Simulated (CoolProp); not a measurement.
The fluid at 293.15 K and 0.018 MPa is compressed adiabatically to 0.0708 MPa with isentropic efficiency 0.85. The same conditions are run with several fluids, on thermodynamics alone (safety and materials aside).

Model: reference Helmholtz-energy equation of state of each fluid (R141b: Lemmon 2006; R13: Platzer 1990; c-C4F8 (RC318): Platzer 1990; carbon monoxide: Lemmon 2006; R1336mzz(Z): McLinden 2020), in CoolProp. The equations of Platzer and Polt are older, rougher fits.

```json
[
 {"fluid": "R141b", "work (kJ/kg)": "35.4", "final temperature (K)": "339.6", "final density (kg/m³)": "2.98"},
 {"fluid": "R13", "work (kJ/kg)": "40.8", "final temperature (K)": "354.5", "final density (kg/m³)": "___"},
 {"fluid": "c-C4F8 (RC318)", "work (kJ/kg)": "20.2", "final temperature (K)": "319.2", "final density (kg/m³)": "5.43"},
 {"fluid": "carbon monoxide", "work (kJ/kg)": "171", "final temperature (K)": "457.1", "final density (kg/m³)": "0.522"},
 {"fluid": "R1336mzz(Z)", "work (kJ/kg)": "24.5", "final temperature (K)": "___", "final density (kg/m³)": "___"}
]
```

**Question.** What belongs in the gaps?

**Answer.** 
- R13, final density (kg/m³): 2.52
- R1336mzz(Z), final temperature (K): 323.0
- R1336mzz(Z), final density (kg/m³): 4.45
